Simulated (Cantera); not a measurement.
A perfectly stirred reactor is fed with NH₃ : H₂ = 1 : 0.45 (molar parts), at 0.0133 bar; it is held at 2050 K, and followed from long to short residence time.

Cantera simulation using the gas-phase N/H chemistry of the illustrative SiF4/NH3 mechanism in the Surface Chemkin manual (1991); the numbers are that mechanism's predictions, not measurements. Walls and surfaces, which speed up NH3 decomposition in real reactors, are not modelled.

Q: What does this change do: NH3 1 to 0.19 parts?

A: 
| quantity | before | after |
|---|---|---|
| x(NH₃) at τ = 1.80 s | 0.192 | 0.106 |
| x(H₂) at τ = 1.80 s | 0.659 | 0.819 |
| x(N₂H₂) at τ = 1.80 s | 2.03e-6 | 9.24e-7 |
| x(NH) at τ = 1.80 s | 2.19e-5 | 1.72e-5 |
| x(NH₂) at τ = 1.80 s | 0.000653 | 0.000423 |
| x(NH₃) at τ = 65.0 ms | 0.629 | 0.279 |
| x(H₂) at τ = 65.0 ms | 0.352 | 0.713 |
| x(N₂H₂) at τ = 65.0 ms | 9.39e-6 | 2.71e-6 |
| x(NH) at τ = 65.0 ms | 2.89e-5 | 2.19e-5 |
| x(NH₂) at τ = 65.0 ms | 0.00146 | 0.000788 |
